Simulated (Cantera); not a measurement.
An isothermal, constant-pressure homogeneous reactor starts with 31.2 % N2O, 0.0718 % H2, 68.7 % N2, at 1325 K and 0.133 bar.

Cantera simulation using GRI-Mech 3.0 (53 species, 325 reactions); the numbers are that mechanism's predictions, not measurements. GRI-Mech 3.0 was tuned for natural gas; its chemistry of N2O as a main component is partial and can be far from experiment. The mechanism lacks the step 2 NO + O2 → 2 NO2, which can matter for NO2 below about 1400 K. The temperature is held fixed by assumption; the heat of reaction is taken as removed at once.

x: mole fraction; the columns are a selection and need not sum to one.

```json
[
 {"t (s)": "4.00e-6", "x N2O": "0.312", "x H2": "0.000718", "x NO": "2.86e-9", "x O2": "7.47e-9", "x HO2": "<1e-12"},
 {"t (s)": "1.80e-5", "x N2O": "0.312", "x H2": "0.000718", "x NO": "5.49e-8", "x O2": "1.43e-7", "x HO2": "2.86e-11"},
 {"t (s)": "8.07e-5", "x N2O": "0.312", "x H2": "0.000718", "x NO": "8.98e-7", "x O2": "2.33e-6", "x HO2": "(withheld)"},
 {"t (s)": "0.000362", "x N2O": "0.312", "x H2": "0.000714", "x NO": "8.99e-6", "x O2": "2.33e-5", "x HO2": "(withheld)"},
 {"t (s)": "0.00163", "x N2O": "0.312", "x H2": "0.000668", "x NO": "5.07e-5", "x O2": "0.000132", "x HO2": "(withheld)"},
 {"t (s)": "0.00731", "x N2O": "0.310", "x H2": "0.000373", "x NO": "0.000232", "x O2": "0.000651", "x HO2": "(withheld)"},
 {"t (s)": "0.0328", "x N2O": "0.303", "x H2": "4.91e-5", "x NO": "0.00104", "x O2": "0.00297", "x HO2": "(withheld)"},
 {"t (s)": "0.147", "x N2O": "0.277", "x H2": "1.82e-7", "x NO": "0.00458", "x O2": "0.0127", "x HO2": "(withheld)"},
 {"t (s)": "0.662", "x N2O": "0.186", "x H2": "1.44e-8", "x NO": "0.0166", "x O2": "0.0459", "x HO2": "(withheld)"},
 {"t (s)": "2.97", "x N2O": "0.0381", "x H2": "1.54e-8", "x NO": "0.0352", "x O2": "0.101", "x HO2": "(withheld)"},
 {"t (s)": "13.4", "x N2O": "0.000382", "x H2": "1.19e-9", "x NO": "0.0384", "x O2": "0.115", "x HO2": "1.54e-9"},
 {"t (s)": "60.0", "x N2O": "3.98e-7", "x H2": "6.76e-10", "x NO": "0.0383", "x O2": "0.116", "x HO2": "1.44e-9"}
]
```

Question: What belongs in the gaps?

Answer: 
- 8.07e-5, x HO2: 2.76e-9
- 0.000362, x HO2: 1.47e-7
- 0.00163, x HO2: 2.48e-6
- 0.00731, x HO2: 3.70e-6
- 0.0328, x HO2: 1.03e-6
- 0.147, x HO2: 1.77e-7
- 0.662, x HO2: 3.87e-8
- 2.97, x HO2: 6.59e-9
